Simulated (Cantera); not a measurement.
Input (Python, Cantera) and output of one run.

```python
import numpy as np
import cantera as ct

gas_names = [...]  # 110 gases of nasa_gas.yaml made of C, H, N
cond_names = """
    C(gr) C6H6(L) C7H8(L) C8H18(L),n-octa
""".split()


# ... load() reads the species with a 1 bar reference pressure and builds the phases ...
atoms = {
    'C6H6': {'C': 6, 'H': 6},
    'NH3': {'N': 1, 'H': 3},
    'H2': {'H': 2},
}
top_T = {'C(gr)': 4500}  # K; cautious upper limits of use, not melting points


# ... equilibrate(T, P, feed) seeds the gas with the atoms and calls Mixture.equilibrate('TP', solver="vcs", rtol=1e-11, max_steps=5000) ...
results = []
feed = {'C6H6': 1, 'NH3': 1.5, 'H2': 18}  # mol
P = 1300000  # Pa
for T in [2000, 2500, 3000, 3500, 4000, 4500, 5000]:
    mix = equilibrate(T, P, feed)
    results.append((T, P, feed, dict(zip(mix.species_names, mix.species_moles))))
    x = sorted(zip(gas.X, gas.species_names), reverse=True)
    print(f"T = {T:g} K  P = {P:g} Pa  gas = {mix.phase_moles(0):.4g} mol")
    print("   x: " + "  ".join(f"{s} {v:.3e}" for v, s in x if v > 0.001))
    print("   condensed (mol): " + ("  ".join(f"{mix.phase(i).name} {mix.phase_moles(i):.4g}"
          for i in range(1, mix.n_phases) if mix.phase_moles(i) > 1e-12) or "none"))
```

It prints:

```
T = 2000 K  P = 1.3e+06 Pa  gas = 23.88 mol
   x: H2 9.609e-01  N2 3.006e-02  CH4 5.094e-03  HCN 2.506e-03
   condensed (mol): C(gr) 5.775
T = 2500 K  P = 1.3e+06 Pa  gas = 24.03 mol
   x: H2 9.436e-01  N2 2.510e-02  HCN 1.090e-02  C2H2,acetylene 1.021e-02  H 6.773e-03  CH4 1.736e-03  HNC 1.276e-03
   condensed (mol): C(gr) 5.158
T = 3000 K  P = 1.3e+06 Pa  gas = 24.47 mol
   x: H2 8.576e-01  C2H2,acetylene 5.335e-02  H 4.056e-02  HCN 2.375e-02  N2 1.645e-02  HNC 4.481e-03  C4H2 1.385e-03
   condensed (mol): C(gr) 2.473
T = 3500 K  P = 1.3e+06 Pa  gas = 25.89 mol
   x: H2 7.202e-01  H 1.390e-01  C2H2,acetylene 8.159e-02  HCN 2.728e-02  N2 1.127e-02  HNC 7.210e-03  C2H 4.958e-03  C4H2 3.850e-03
   condensed (mol): none
T = 4000 K  P = 1.3e+06 Pa  gas = 29.32 mol
   x: H2 5.481e-01  H 3.273e-01  C2H2,acetylene 5.343e-02  HCN 2.196e-02  C2H 1.559e-02  N2 9.410e-03  HNC 7.450e-03  C3 4.994e-03  CN 2.742e-03  C4H2 2.148e-03  C 2.037e-03  C2 1.441e-03
   condensed (mol): none
T = 4500 K  P = 1.3e+06 Pa  gas = 35.36 mol
   x: H 5.562e-01  H2 3.364e-01  C2H 2.171e-02  C2H2,acetylene 1.932e-02  HCN 1.345e-02  C 1.160e-02  C3 1.036e-02  N2 8.570e-03  C2 6.022e-03  CN 5.883e-03  HNC 5.523e-03  CH 2.120e-03
   condensed (mol): none
T = 5000 K  P = 1.3e+06 Pa  gas = 42.35 mol
   x: H 7.288e-01  H2 1.669e-01  C 3.575e-02  C2H 1.419e-02  C2 1.108e-02  CN 8.568e-03  N2 8.371e-03  C3 8.365e-03  HCN 6.123e-03  C2H2,acetylene 3.712e-03  CH 3.321e-03  HNC 2.925e-03
   condensed (mol): none
```

Equilibrium computed with Cantera from the NASA thermochemical tables; the gas is ideal and each condensed phase is pure.
